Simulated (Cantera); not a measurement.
Input: 1 mol B₂H₆, 14 mol H₂O, held at 0.100 bar.

Method: chemical equilibrium by Gibbs-energy minimisation in Cantera with the NASA 1993 tables (ideal gas, pure condensed phases). Candidate condensed phases: B, B₂O₃, B₃O₃H₃, H₂O; 23 gas species. The feed counts by its element totals alone. Equilibrium is a limit: real reactors are often held back by kinetics, nucleation or transport.

At 1998 K, list the 5 most abundant gas species with their mole fractions, and the condensed phases.

H₂O 0.557, H₂ 0.331, HBO₂ 0.106, H 0.00292, B₂O₃ 0.00211. Condensed: gas only.
